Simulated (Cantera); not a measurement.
A jet of 7.50 % CH4, 11.3 % O2, 81.2 % N2, equivalence ratio 1.3 at 300 K and 285 Torr hits a platinum plate 9.9 cm away at a mass flux of 0.026 kg/m²/s; the plate temperature is set and raised in steps from an oxygen-covered start.

Cantera simulation using Deutschmann's 1995 Pt surface mechanism with GRI-Mech 3.0 gas chemistry; the numbers are that mechanism's predictions, not measurements. Catalytic surfaces can have several steady states; this one follows from the mechanism file's or the stated starting coverage.

x: mole fraction at the wall; θ: surface coverage.

```csv
plate T (K),wall x CH4,wall x O2,wall x H2O,wall x OH,wall x CO,wall x CO2,θ free Pt,θ H*,θ CO*,θ C*
900,0.00682,(withheld),0.124,<1e-8,0.0663,0.00555,0.283,0.000398,0.681,0.0356
950,0.00390,(withheld),0.125,<1e-8,0.0723,0.00199,0.373,0.00165,0.519,0.106
1000,0.00195,(withheld),0.121,<1e-8,0.0716,0.00516,0.517,0.00253,0.434,0.0464
1050,0.00112,(withheld),0.115,<1e-8,0.0646,0.0140,0.668,0.00312,0.312,0.0161
1100,0.000747,(withheld),0.105,<1e-8,0.0530,0.0276,0.803,0.00353,0.188,0.00620
1150,0.000565,(withheld),0.0951,<1e-8,0.0407,0.0415,0.897,0.00364,0.0969,0.00252
1200,0.000444,(withheld),0.0875,1.42e-8,0.0304,0.0530,0.949,0.00351,0.0460,0.00100
1250,0.000285,(withheld),0.0827,3.36e-8,0.0224,0.0616,0.975,0.00327,0.0211,0.000319
```

**Question.** Complete the blanks.

**Answer.** 
- 900, wall x O2: 0.00222
- 950, wall x O2: 0.00137
- 1000, wall x O2: 0.000757
- 1050, wall x O2: 0.000476
- 1100, wall x O2: 0.000341
- 1150, wall x O2: 0.000271
- 1200, wall x O2: 0.000218
- 1250, wall x O2: 0.000133
